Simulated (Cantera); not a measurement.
# Thermodynamics of abatement and gas-phase synthesis, feed HI + H2O + N2

A closed system holds: 1 mol HI, a varied amount of H2O, 20 mol N2, held at 2475 °C and 9700 Pa.

Cantera equilibrium calculation (NASA polynomials, part measured and part estimated; ideal gas, pure solids and liquids). Candidate condensed phases: H2O, I2; 27 gas species. Kinetics and transport are ignored.

| n(H2O) (mol) | x N2 | x I | x H | x H2O | x H2 | x OH | x O |
|---|---|---|---|---|---|---|---|
| 0.097 | 0.913 | 0.0454 | 0.0246 | 0.00171 | 0.0127 | 0.000889 | 0.00109 |
| 0.12 | 0.911 | 0.0453 | 0.0249 | 0.00213 | 0.0130 | 0.00109 | 0.00132 |
| 0.16 | 0.908 | 0.0452 | 0.0254 | 0.00287 | 0.0136 | 0.00144 | 0.00171 |
| 0.2 | 0.906 | 0.0451 | 0.0259 | 0.00362 | 0.0141 | 0.00178 | 0.00207 |
| 0.25 | 0.903 | 0.0449 | 0.0265 | 0.00457 | 0.0148 | 0.00220 | 0.00249 |
| 0.32 | 0.898 | 0.0447 | 0.0274 | 0.00593 | 0.0157 | 0.00277 | 0.00305 |
| 0.4 | 0.893 | 0.0444 | 0.0282 | 0.00752 | 0.0168 | 0.00340 | 0.00362 |
| 0.51 | 0.886 | 0.0441 | 0.0294 | 0.00975 | 0.0181 | 0.00423 | 0.00434 |
| 0.64 | 0.879 | 0.0437 | 0.0306 | 0.0124 | 0.0197 | 0.00519 | 0.00510 |
| 0.82 | 0.869 | 0.0432 | 0.0322 | 0.0162 | 0.0217 | 0.00644 | 0.00603 |
| 1 | 0.859 | 0.0427 | 0.0336 | 0.0201 | 0.0237 | 0.00764 | 0.00685 |
| 1.3 | 0.844 | 0.0420 | 0.0357 | 0.0266 | 0.0267 | 0.00951 | 0.00803 |
| 1.7 | 0.824 | 0.0410 | 0.0381 | 0.0353 | 0.0305 | 0.0118 | 0.00936 |
x: gas mole fraction; nothing condenses.

From 0.097 mol H2O to 1.7 mol H2O nothing is condensed.
